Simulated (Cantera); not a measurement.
## Equilibrium for silicon etching in halogen gases: Si + NF₃

Input: 1 mol Si, 0.59 mol NF₃, equilibrated at 675 K and 4000 Pa.

These are equilibrium values from Cantera (NASA tables, ideal gas, pure condensed phases), not measurements of a reactor. Candidate condensed phases: Si, Si₃N₄; 16 gas species. Equilibrium is a limit: real reactors are often held back by kinetics, nucleation or transport.

| Property | Result |
|---|---|
| x(SiF₄) | 1.000 |
| x(SiF₃) | 1.03e-6 |
| n(Si(s)) | 0.115 mol |
| n(Si₃N₄(s)) | 0.147 mol |
| gas amount | 0.4425 mol |
